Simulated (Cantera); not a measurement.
A freely propagating, adiabatic, planar premixed flame of CH3OH : O2 : N2 = 1 : 1.81 : 7.77 (molar parts), equivalence ratio 0.83, unburnt at 475 K and 105 Torr; mixture-averaged transport, grid criteria slope 0.08 and curve 0.16, no radiation.

Cantera simulation using GRI-Mech 3.0 (53 species, 325 reactions); the numbers are that mechanism's predictions, not measurements. GRI-Mech 3.0 was tuned for natural gas; its chemistry of methanol as a main component is partial and can be far from experiment. Burning velocities carry a grid error of a few per cent, more on coarse grids.

How do the results move with these cheaper or finer settings: unity-Lewis-number transport; multicomponent transport; multicomponent+Soret transport; grid criteria slope 0.5, curve 1; grid criteria slope 0.25, curve 0.5; grid criteria slope 0.03, curve 0.06?


```json
[
 {"setting": "as above", "laminar burning velocity": "76.9 cm/s", "thermal thickness": "2.19 mm", "peak x(C2H4)": "5.08e-7", "peak x(H2)": "0.0212", "grid points": "148"},
 {"setting": "unity-Lewis-number transport", "laminar burning velocity": "49.8 cm/s", "thermal thickness": "3.07 mm", "peak x(C2H4)": "3.13e-7", "peak x(H2)": "0.0194", "grid points": "133"},
 {"setting": "multicomponent transport", "laminar burning velocity": "77.1 cm/s", "thermal thickness": "2.22 mm", "peak x(C2H4)": "5.12e-7", "peak x(H2)": "0.0213", "grid points": "149"},
 {"setting": "multicomponent+Soret transport", "laminar burning velocity": "76.0 cm/s", "thermal thickness": "2.24 mm", "peak x(C2H4)": "4.95e-7", "peak x(H2)": "0.0204", "grid points": "151"},
 {"setting": "grid criteria slope 0.5, curve 1", "laminar burning velocity": "94.4 cm/s", "thermal thickness": "2.41 mm", "peak x(C2H4)": "5.51e-7", "peak x(H2)": "0.0222", "grid points": "40"},
 {"setting": "grid criteria slope 0.25, curve 0.5", "laminar burning velocity": "82.9 cm/s", "thermal thickness": "2.28 mm", "peak x(C2H4)": "5.14e-7", "peak x(H2)": "0.0214", "grid points": "64"},
 {"setting": "grid criteria slope 0.03, curve 0.06", "laminar burning velocity": "74.9 cm/s", "thermal thickness": "2.18 mm", "peak x(C2H4)": "4.96e-7", "peak x(H2)": "0.0209", "grid points": "347"}
]
```
The base run took about 2.2 core-minutes (a rough figure).
Unity Lewis numbers drop preferential diffusion, which matters most where H2 and H carry the flame; Soret adds thermal diffusion.
